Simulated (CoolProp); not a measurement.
Saturation properties of oxygen (Tc = 154.6 K, pc = 50.46 bar, ω = 0.022).

The numbers come from the reference Helmholtz-energy equation of state, Schmidt 1985 in CoolProp.

```tsv
T (K)	p (bar)	liquid density (kg/m³)	enthalpy of vaporisation (kJ/kg)	surface tension (mN/m)
91.1	1.114	1137	212.2	(withheld)
96.6	1.889	1109	206.4	11.6
102	2.994	1080	200.2	10.3
107.5	4.555	1050	193.2	8.96
113	6.646	1018	185.3	(withheld)
118.4	9.306	984.2	176.5	6.49
123.9	12.73	(withheld)	166.3	5.30
129.4	16.97	907.1	154.5	4.16
134.8	22.04	(withheld)	(withheld)	3.10
140.3	28.25	810.1	(withheld)	2.08
145.8	35.63	744.3	102.4	1.14
```

Task: Some entries are withheld; supply them.

Result: 
- 91.1, surface tension (mN/m): 12.9
- 113, surface tension (mN/m): 7.69
- 123.9, liquid density (kg/m³): 947.5
- 134.8, liquid density (kg/m³): 862.7
- 134.8, enthalpy of vaporisation (kJ/kg): 140.9
- 140.3, enthalpy of vaporisation (kJ/kg): 124.2

It boils at 90.2 K under 1 atm.

Surface tension comes from a separate correlation (Mulero 2012).
